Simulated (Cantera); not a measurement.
Charge: 1 mol SiC, 0.025 mol H2O, 9.6 mol H2, held at 1373.15 K and 10.0 mbar.

These are equilibrium values from Cantera (NASA tables, ideal gas, pure condensed phases), not measurements of a reactor. Candidate condensed phases: C, C6H6, C7H8, C8H18, H2O, Si, SiC, SiO2; 123 gas species. Kinetics and transport are ignored.

Base state: H2 0.997, SiO 0.00130, CO 0.00129, H 3.33e-5 (mole fractions); condensed: SiC(s).

Task: What changes in the equilibrium state with this change: H2O from 0.025 to 0.59 mol?

Result: 
| species | before | after |
|---|---|---|
| H2 | 0.997 | 0.980 |
| CO | 0.00129 | 0.0191 |
| SiO | 0.00130 | 0.000629 |
| H | 3.33e-5 | 3.30e-5 |
| SiC(s), mol | 0.988 | 0.801 |
| SiO2(β-quartz), mol | 0 | 0.192 |
Mutual solubility and eutectic melting of coexisting phases are not modelled. The tables hold silica as quartz up to 1696 K and as liquid above; real silica turns to tridymite and cristobalite and melts near 1996 K.
